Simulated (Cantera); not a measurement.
Input: 1 mol Ta2O5, 4.8 mol CH4, 0.12 mol H2, at 0.100 bar.

Method: chemical equilibrium by Gibbs-energy minimisation in Cantera with the NASA 1993 tables (ideal gas, pure condensed phases). Candidate condensed phases: C, C6H6, C7H8, C8H18, H2O, Ta, TaC, Ta2O5; 113 gas species. Mutual solubility and eutectic melting of coexisting phases are not modelled. TaC: taken at fixed stoichiometry. Condensed phases not in the tables: Ta2C. Equilibrium is a limit: real reactors are often held back by kinetics, nucleation or transport.

### Question
At 1277 °C, list the 5 most abundant gas species with their mole fractions, and the condensed phases.

### Answer
H2 0.738, CO 0.260, H2O 0.00151, CO2 0.000190, H 8.56e-5. Condensed: TaC(s) + Ta2O5(s).
